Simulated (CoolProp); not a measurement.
Saturated liquid density (kg/m³) of carbon dioxide: the reference equation beside estimates from Tc = 31.0 °C, pc = 7.377 MPa, ω = 0.224. Rackett uses Z = 0.29056 − 0.08775 ω.

Computed with CoolProp (reference Helmholtz-energy equation of state, Span 1996).

| T (°C) | reference | Rackett | Peng-Robinson |
|---|---|---|---|
| -46.65 | 1142 | 1147 | 1188 |
| -39.85 | 1116 | 1121 | 1157 |
| -32.95 | 1088 | [?] | 1123 |
| -26.15 | 1059 | 1065 | [?] |
| -19.35 | 1029 | 1035 | 1047 |
| -12.45 | [?] | 1002 | 1003 |
| -5.65 | 959.8 | 967.2 | 955.2 |
| 1.15 | [?] | 928.7 | 901.8 |

What belongs in the gaps?


- -32.95, Rackett: 1094
- -26.15, Peng-Robinson: 1086
- -12.45, reference: 995.4
- 1.15, reference: 920.5

Absolute difference from the reference over all 8 rows, mean and median: Rackett 0.6 and 0.6 %, Peng-Robinson 2.3 and 2.3 %.
